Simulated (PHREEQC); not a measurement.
PHREEQC input (ion-association model, wateq4f.dat):

```
SOLUTION_SPECIES
  PO4-3 + 3H+ = H3PO4  # constants of phreeqc.dat
    -log_k 21.721
    -delta_h -10.1 kJ
  2 NO3- + 12 H+ + 10 e- = N2 + 6 H2O  # shut off: nitrate stays nitrate
    -log_k -100
    -delta_h 0
    -analytic -100
SOLUTION 1
  temp 25
  units mol/kgw
  pH 7 charge
  B 0.0164
  F 0.0384
  Cu(2) 0.0048
  N(5) 0.16
SOLUTION 2
  temp 25
  units mol/kgw
  pH 7 charge
  P 0.0087
  S(6) 0.0014
END
SELECTED_OUTPUT 1
  -reset false
  -pH true
  -pe true
  -ionic_strength true
  -water true
  -totals B Cu F N P S Cu(1) Cu(2) N(5) N(3)
    N(0) N(-3) S(-2) S(6)
  -molalities H+ H3BO3 Cu+2 F- NO3- PO4-3 SO4-2 HPO4-2 H2PO4- H2BO3-
    NH3 HSO4- H2S HS- S-2 O2 NH4+ NH4SO4- OH- BF(OH)3-
    BF2(OH)2- BF3OH- BF4- HF HF2- Cu+ CuF+ CuOH+ Cu(OH)2 Cu(OH)3-
    Cu(OH)4-2 Cu2(OH)2+2 CuSO4 Cu(HS)3- NO2- H2F2 H3PO4
  -equilibrium_phases Cu(OH)2 Brochantite Antlerite Cu2(OH)3NO3 Cu3(PO4)2:3H2O Chalcanthite CuF2:2H2O
PRINT
  -reset false
MIX 1
  1 1
  2 0
EQUILIBRIUM_PHASES 1
  Cu(OH)2 0 0
  Brochantite 0 0
  Antlerite 0 0
  Cu2(OH)3NO3 0 0
  Cu3(PO4)2:3H2O 0 0
  Chalcanthite 0 0
  CuF2:2H2O 0 0
  O2(g) -0.68 10
END
# ... the last block is repeated for the other 10 points of share of solution B
```

Selected output (columns that matter, 11 of 11 rows; share of solution B added in front):

```
share of solution B	pH	mu	B	Cu	F	N	P	S	m_H+	m_H3BO3	m_Cu+2	m_NO3-	m_SO4-2	m_H2PO4-
0	0.89505	0.17292	0.0164	0.0048	0.0384	0.16	0	0	0.15852	0.0083334	0.0047986	0.16	0	0
0.1	0.93822	0.15576	0.01476	0.00432	0.03456	0.144	0.00087001	0.00014	0.14278	0.0076237	0.0043164	0.144	2.3714e-05	6.4597e-05
0.2	0.98636	0.13862	0.01312	0.0038401	0.03072	0.128	0.00174	0.00028	0.12707	0.0069085	0.003834	0.128	5.0647e-05	0.00014136
0.3	1.0407	0.12152	0.01148	0.0033601	0.026881	0.112	0.0026101	0.00042001	0.11138	0.0061864	0.0033515	0.112	8.1774e-05	0.00023469
0.4	1.1032	0.10446	0.0098402	0.0028801	0.023041	0.096002	0.0034801	0.00056001	0.095734	0.0054554	0.0028689	0.096002	0.00011855	0.00035141
0.5	1.1766	0.087466	0.0082002	0.0024001	0.019201	0.080002	0.0043501	0.00070002	0.080142	0.0047125	0.0023862	0.080002	0.00016327	0.00050286
0.6	1.2654	0.070567	0.0065602	0.0019201	0.015361	0.064002	0.0052202	0.00084003	0.064636	0.0039528	0.0019034	0.064002	0.00021982	0.00070929
0.7	1.3776	0.053831	0.0049202	0.0014401	0.01152	0.048002	0.0060902	0.00098004	0.049271	0.0031674	0.0014209	0.048002	0.0002954	0.0010107
0.8	1.529	0.037399	0.0032801	0.00096004	0.0076803	0.032001	0.0069603	0.00112	0.034176	0.0023365	0.00093916	0.032001	0.00040504	0.0014982
0.9	1.7579	0.021668	0.00164	0.00048001	0.0038401	0.016	0.0078302	0.00126	0.019699	0.0013941	0.00046105	0.016	0.00058595	0.0024238
1	2.1903	0.0079576	0	0	0	0	0.0087	0.0014	0.0070097	0	0	0	0.00094779	0.0046618
```

H3PO4, which wateq4f.dat lacks, is added to it with the constant of phreeqc.dat. Real BF4- forms and hydrolyses slowly; the run takes it at equilibrium. The database has no phosphate complexes of Cu.
